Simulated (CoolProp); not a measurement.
Aqueous ammonia as a coolant, 12 % by mass, freezing at -17.1 °C, 1 atm.

Values from CoolProp's Melinder's fits for secondary coolants.

```tsv
T (°C)	viscosity (mPa s)	conductivity (W/(m K))	Prandtl number	density (kg/m³)
-14.1	3.48	0.460	32.2	958.1
-9	2.81	0.470	25.3	957.5
-3.9	2.32	0.479	20.5	956.7
1.2	1.96	0.487	17.0	955.6
6.3	1.68	0.496	14.3	954.4
11.4	1.46	0.504	12.2	953.0
16.5	1.28	0.512	10.5	951.4
21.6	1.12	0.521	8.99	949.6
```
